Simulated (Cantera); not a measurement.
## Equilibrium for silicon nitride deposition: SiCl4 + NH3

A closed system holds: 1 mol SiCl4, 3.8 mol NH3, held at 1330 Pa.

Method: chemical equilibrium by Gibbs-energy minimisation in Cantera with the NASA 1993 tables (ideal gas, pure condensed phases). Candidate condensed phases: NH4Cl, Si, Si3N4; 28 gas species. The tables' values for SiCl3, SiCl are old estimates; treat these amounts as uncertain. Equilibrium is a limit: real reactors are often held back by kinetics, nucleation or transport.

From 1325 K to 1625 K the condensed part is Si3N4(s). From 1675 K to 1825 K nothing is condensed. The main Si-bearing gas is SiCl4 at 1325 K and SiCl2 at 1825 K.

```
T (K)   x H2  x HCl   x N2  x SiCl2   x SiCl4  x SiCl3       x H  n Si3N4(s)
-----  -----  -----  -----  -------  --------  -------  --------  ----------
1325   0.446  0.383  0.151  0.00546    0.0105  0.00325   9.46e-6       0.274
1375   0.448  0.372  0.154   0.0120   0.00823  0.00464   1.99e-5       0.257
1425   0.452  0.352  0.160   0.0233   0.00575  0.00583   3.97e-5       0.226
1475   0.460  0.323  0.168   0.0393   0.00348  0.00634   7.62e-5       0.182
1525   0.469  0.287  0.177   0.0585   0.00183  0.00601  0.000140       0.127
1575   0.480  0.247  0.187   0.0785  0.000866  0.00510  0.000249      0.0670
1625   0.491  0.209  0.197   0.0974  0.000380  0.00399  0.000428     0.00824
1675   0.492  0.205  0.198    0.101  0.000199  0.00311  0.000705           0
1725   0.491  0.206  0.198    0.101  0.000111  0.00245   0.00113           0
1775   0.490  0.206  0.198    0.102   6.33e-5  0.00195   0.00175           0
1825   0.489  0.206  0.198    0.102   3.74e-5  0.00157   0.00267           0
```
x: gas mole fraction; n: condensed amount in mol.
